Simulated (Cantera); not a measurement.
Charge: 1 mol CHF₃, 0.074 mol F₂, at 698.15 K and 16.0 mbar.

Equilibrium computed with Cantera from the NASA thermochemical tables; the gas is ideal and each condensed phase is pure. Candidate condensed phases: C, C₆H₆, C₇H₈, C₈H₁₈; 95 gas species. Condensed phases not in the tables: fluorocarbon polymer. Gases not in the tables: C₂F₆ and larger saturated fluorocarbons. Kinetics and transport are ignored.

What is the equilibrium state?


- x(HF): 0.651
- x(CF₄): 0.349
- x(H₂F₂): 1.24e-6
- n(C(graphite)): 0.463 mol
- gas amount: 1.537 mol
